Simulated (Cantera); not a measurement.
A closed system holds: 1 mol HgO, 1.1 mol O₂, 0.95 mol H₂, equilibrated at 500 °C.

Method: chemical equilibrium by Gibbs-energy minimisation in Cantera with the NASA 1993 tables (ideal gas, pure condensed phases). Candidate condensed phases: H₂O, Hg, HgO; 10 gas species. Equilibrium is a limit: real reactors are often held back by kinetics, nucleation or transport.

Task: Which condensed phases are stable at each of these points (P (Pa)): 10, 100, 1000, 10000, 100000, 1000000?

Result: 
```json
[
 {"P (Pa)": "10", "condensed phases": "gas only", "Hg condensed (%)": "0.0"},
 {"P (Pa)": "100", "condensed phases": "gas only", "Hg condensed (%)": "0.0"},
 {"P (Pa)": "1000", "condensed phases": "gas only", "Hg condensed (%)": "0.0"},
 {"P (Pa)": "10000", "condensed phases": "gas only", "Hg condensed (%)": "0.0"},
 {"P (Pa)": "100000", "condensed phases": "gas only", "Hg condensed (%)": "0.0"},
 {"P (Pa)": "1000000", "condensed phases": "HgO(s)", "Hg condensed (%)": "80.3"}
]
```

From 10.0 Pa to 100000 Pa nothing is condensed. At 1000000 Pa the condensed part is HgO(s).
